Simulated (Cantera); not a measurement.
A diamond (100) surface in a fixed gas of H2 with x(CH4) = 0.014, x(H) = 0.012, x(CH3) = 0.00018, at 1100 K; coverages are run to steady state.

Computed with Cantera and the Harris–Goodwin 1993 mechanism for the reconstructed diamond (100) surface.

One state of this run: growth (µm/h) = 43.0; θ c6HH = 0.508; θ c6H* = 0.0285; θ c6*H = 0.437; θ c6** = 0.0183; θ c6HM = 0.00536. θ: site fractions in the mechanism's names (c6HH fully hydrogenated, c6H* and c6*H radical sites, c6** diradical, c6HM methylated).

Which value of P (Pa) does it belong to?
(A) 1300
(B) 2500
(C) 31000
(D) 370

C, 31000
